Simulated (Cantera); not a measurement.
Input (Python, Cantera):

```python
import numpy as np
import cantera as ct

surf = ct.Interface("diamond.yaml", "diamond_100")
gas, bulk = surf.adjacent["gas"], surf.adjacent["diamond"]
k = surf.kinetics_species_index(bulk.species_names[0])
cover = ["c6HH", "c6H*", "c6*H", "c6**", "c6HM", "c6B"]

rows, drift = [], 0.0
print(f"{'P':>10s}{'um/h':>11s}" + "".join(f"{s:>11s}" for s in cover))
for v in [390, 720, 1300, 2400, 4400, 8000, 15000, 27000]:
    T, P, xH, xCH3 = 1350, v, 0.046, 0.00016
    gas.TPX = T, P, {"H": xH, "CH3": xCH3, "CH4": 0.003, "H2": 1 - xH - xCH3 - 0.003}
    surf.TP = bulk.TP = T, P
    surf.coverages = "c6H*:0.1, c6HH:0.9"
    surf.advance_coverages(100.0)
    before = surf.coverages
    surf.advance_coverages(100.0)
    drift = max(drift, np.max(np.abs(surf.coverages - before) / (surf.coverages + 1e-9)))
    rate = surf.net_production_rates[k] * bulk.mean_molecular_weight / bulk.density * 3.6e9
    rows.append([rate, *surf[cover].coverages])
    print(f"{v:10.4g}{rate:11.4e}" + "".join(f"{x:11.3e}" for x in rows[-1][1:]))
```

Output:

```
         P       um/h       c6HH       c6H*       c6*H       c6**       c6HM        c6B
       390 1.2953e-01  3.492e-01  5.472e-02  5.392e-01  5.679e-02  1.185e-05  3.515e-10
       720 2.7861e-01  3.492e-01  5.474e-02  5.392e-01  5.680e-02  2.197e-05  7.560e-10
      1300 5.9971e-01  3.492e-01  5.480e-02  5.391e-01  5.681e-02  3.894e-05  1.627e-09
      2400 1.3926e+00  3.491e-01  5.489e-02  5.389e-01  5.684e-02  6.846e-05  3.779e-09
      4400 3.3474e+00  3.491e-01  5.507e-02  5.386e-01  5.690e-02  1.146e-04  9.083e-09
      8000 8.1021e+00  3.490e-01  5.539e-02  5.382e-01  5.700e-02  1.798e-04  2.199e-08
   1.5e+04 2.0164e+01  3.489e-01  5.602e-02  5.373e-01  5.721e-02  2.658e-04  5.472e-08
   2.7e+04 4.5223e+01  3.487e-01  5.709e-02  5.359e-01  5.757e-02  3.516e-04  1.227e-07
```

Cantera simulation using the Harris–Goodwin 1993 mechanism for the reconstructed diamond (100) surface; the numbers are that mechanism's predictions, not measurements.
